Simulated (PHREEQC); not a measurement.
Acid mine or pickling water (model solution)

Model water analysis in mg/L, 20 °C, pH 2.91, pe 11.3: Na 34.9; K 13; Ca 37; Mg 19.1; Cl 13.3; S(6) as SO4 487; Al 1.89; Mn(2) 0.991; Li 0.00541; Fe(3) 57.8.

Valence states are taken as typed.

All values are PHREEQC results (ion-association model, wateq4f.dat), not measurements.

This is a speciation only: nothing precipitates in the calculation.

Predict the ionic strength, charge-balance error.

ionic strength 0.0129 mol/kgw; charge-balance error -3.3 %.

In which forms is Fe present?

FeSO4+ 69 %, FeOH+2 17 %, Fe+3 6.8 %, Fe(SO4)2- 3.4 %, Fe(OH)2+ 2.7 %, Fe2(OH)2+4 0.5 % of the Fe.

Examples of supersaturated solids here: Jarosite-K, Jarosite-Na. Others may be too. Complexes and solids missing from the database can't appear.
